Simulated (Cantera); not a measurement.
A diamond (100) surface in a fixed gas of H2 with x(CH4) = 0.0037, x(H) = 0.012, at 1325 K, 20000 Pa; coverages are run to steady state.

Detailed kinetics in Cantera: the Harris–Goodwin 1993 mechanism for the reconstructed diamond (100) surface.

θ: site fractions in the mechanism's names (c6HH fully hydrogenated, c6H* and c6*H radical sites, c6** diradical, c6HM methylated).

| x(CH3) | growth (µm/h) | θ c6HH | θ c6H* | θ c6*H | θ c6** | θ c6HM |
|---|---|---|---|---|---|---|
| 1e-06 | 0.113 | 0.366 | 0.0523 | 0.531 | 0.0500 | 4.41e-6 |
| 2.4e-06 | 0.270 | 0.366 | 0.0523 | 0.531 | 0.0500 | 1.06e-5 |
| 5.9e-06 | 0.664 | 0.366 | 0.0523 | 0.531 | 0.0500 | 2.60e-5 |
| 1.4e-05 | [?] | 0.366 | 0.0523 | 0.531 | 0.0500 | [?] |
| 3.4e-05 | 3.83 | 0.366 | 0.0523 | 0.531 | 0.0500 | 0.000150 |
| 8.4e-05 | 9.44 | 0.366 | 0.0523 | 0.531 | 0.0499 | 0.000370 |
| 0.0002 | 22.4 | 0.366 | 0.0522 | 0.530 | 0.0497 | 0.000879 |
| 0.00049 | [?] | 0.365 | 0.0521 | 0.529 | 0.0493 | [?] |
| 0.0012 | 132 | 0.363 | 0.0518 | 0.525 | 0.0483 | 0.00518 |

**Question.** Some entries are withheld; supply them.

**Answer.** 
- 1.4e-05, growth (µm/h): 1.58
- 1.4e-05, θ c6HM: 6.17e-5
- 0.00049, growth (µm/h): 54.6
- 0.00049, θ c6HM: 0.00214
